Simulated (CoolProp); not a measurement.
The fluid at 298.15 K and 0.195 MPa is throttled through a valve to 0.0807 MPa with no heat exchange. The same conditions are run with several fluids, on thermodynamics alone (safety and materials aside).

Computed with CoolProp (reference Helmholtz-energy equation of state of each fluid (R227EA: Lemmon 2016; C3F8 (R218): Lemmon 2006; R13: Platzer 1990; R410A: Lemmon 2003; oxygen: Schmidt 1985)). The equations of Platzer and Polt are older, rougher fits. Blends and air are pseudo-pure fits.

```json
[
 {"fluid": "R227EA", "temperature change (K)": "…", "final density (kg/m³)": "5.70"},
 {"fluid": "C3F8 (R218)", "temperature change (K)": "…", "final density (kg/m³)": "…"},
 {"fluid": "R13", "temperature change (K)": "…", "final density (kg/m³)": "3.44"},
 {"fluid": "R410A", "temperature change (K)": "…", "final density (kg/m³)": "…"},
 {"fluid": "oxygen", "temperature change (K)": "-0.3", "final density (kg/m³)": "…"}
]
```

Q: Some entries are withheld; supply them.

A: 
- R227EA, temperature change (K): -2.1
- C3F8 (R218), temperature change (K): -1.5
- C3F8 (R218), final density (kg/m³): 6.26
- R13, temperature change (K): -1.3
- R410A, temperature change (K): -2.3
- R410A, final density (kg/m³): 2.41
- oxygen, final density (kg/m³): 1.04
